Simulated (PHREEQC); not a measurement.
1 kg of water holding 0.15 mol Na2CO3 meets 20 L of dry gas (CO2 0.53, CH4 0.28, H2S 0.19 by moles) at fixed total pressure, at 1 atm; fugacities by Peng-Robinson. The gases take part in no redox reaction, some water evaporates into the gas, and hydrates or a liquid gas phase aren't modelled. Nothing may precipitate in this run.

All values are PHREEQC results (ion-association model, phreeqc.dat), not measurements.

```tsv
T (°C)	dissolved CO2 (all carbonate carbon) (mol/kgw)	φ of CO2	p of CO2 (atm)	dissolved CH4 (mol/kgw)	φ of CH4	p of CH4 (atm)	dissolved H2S (mol/kgw)
10	0.285	0.994	0.477	0.000776	0.998	0.355	0.0586
20	0.272	0.994	0.479	0.000576	0.998	0.348	0.0585
30	0.262	0.995	0.477	___	0.998	0.340	0.0603
40	0.252	0.995	0.470	0.000376	0.999	0.328	0.0630
50	0.242	0.996	___	___	0.999	0.310	0.0658
60	0.232	0.996	___	___	0.999	0.282	___
70	0.221	0.997	0.373	___	1.000	0.241	___
80	0.207	0.997	0.294	0.000166	1.001	0.183	0.0690
```

Q: What belongs in the gaps?

A: 
- 30, dissolved CH4 (mol/kgw): 0.000455
- 50, p of CO2 (atm): 0.454
- 50, dissolved CH4 (mol/kgw): 0.000319
- 60, p of CO2 (atm): 0.424
- 60, dissolved CH4 (mol/kgw): 0.000270
- 60, dissolved H2S (mol/kgw): 0.0682
- 70, dissolved CH4 (mol/kgw): 0.000222
- 70, dissolved H2S (mol/kgw): 0.0695

Complexes and solids missing from the database can't appear. At this temperature some constants are extrapolated from 25 °C, and those without enthalpy data are left unchanged.
